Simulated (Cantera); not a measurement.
## Pyrogenic steam for wet oxidation

An isothermal, constant-pressure homogeneous reactor starts with 13.6 % H2, 8.00 % O2, 78.4 % N2, at 1325 K and 0.290 bar.

Model: the H2/O2 subset of GRI-Mech 3.0, which has no nitrogen chemistry, integrated in Cantera. The temperature is held fixed by assumption; the heat of reaction is taken as removed at once.

```csv
t (s),x H2,x O2,x HO2,x OH,x H,x H2O,x H2O2
0.000300,0.0180,0.0269,5.36e-6,0.00391,0.0461,0.0957,7.50e-7
0.000697,0.0127,0.0210,4.61e-6,0.00290,0.0200,0.118,8.45e-7
0.00162,0.00643,0.0162,3.67e-6,0.00179,0.00552,0.135,7.97e-7
0.00376,0.00219,0.0137,2.80e-6,0.000946,0.000941,0.142,5.52e-7
0.00874,0.000516,0.0130,1.64e-6,0.000438,9.98e-5,0.145,2.53e-7
0.0203,0.000101,0.0129,5.52e-7,0.000193,8.63e-6,0.146,8.47e-8
0.0472,2.16e-5,0.0129,1.42e-7,9.10e-5,8.78e-7,0.146,2.59e-8
0.110,5.72e-6,0.0129,3.99e-8,4.78e-5,1.24e-7,0.146,8.43e-9
0.254,1.87e-6,0.0129,1.40e-8,2.77e-5,2.38e-8,0.146,3.10e-9
0.591,7.46e-7,0.0129,7.07e-9,1.76e-5,6.09e-9,0.146,1.32e-9
1.37,4.01e-7,0.0129,5.42e-9,1.28e-5,2.41e-9,0.146,7.29e-10
3.19,3.26e-7,0.0129,5.17e-9,1.15e-5,1.77e-9,0.146,5.97e-10
7.41,3.23e-7,0.0129,5.16e-9,1.15e-5,1.74e-9,0.146,5.90e-10
17.2,3.23e-7,0.0129,5.16e-9,1.15e-5,1.74e-9,0.146,5.90e-10
40.0,3.23e-7,0.0129,5.16e-9,1.15e-5,1.74e-9,0.146,5.90e-10
```
x: mole fraction; the columns are a selection and need not sum to one.

Equilibrium at this temperature and pressure: H2 3.23e-7, O2 0.0129, HO2 5.16e-9, OH 1.15e-5, H 1.74e-9, H2O 0.146, H2O2 5.90e-10 (gas phase only).
